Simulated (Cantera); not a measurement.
An isothermal, constant-pressure homogeneous reactor starts with NH3 : H2 = 1 : 1.9 (molar parts), at 1950 K and 0.250 bar.

Computed with Cantera and the gas-phase N/H chemistry of the illustrative SiF4/NH3 mechanism in the Surface Chemkin manual (1991). Walls and surfaces, which speed up NH3 decomposition in real reactors, are not modelled.

One state of this run: x NH3 = 0.000270; x H2 = 0.870; x N2H2 = 5.35e-11; x NH = 1.71e-7; x H = 0.00215; x NH2 = 1.91e-6. x: mole fraction; the columns are a selection and need not sum to one.

Question: Which value of t (s) does it belong to?
(A) 0.215
(B) 1.74
(C) 4.94
(D) 0.00932

Answer: C, 4.94
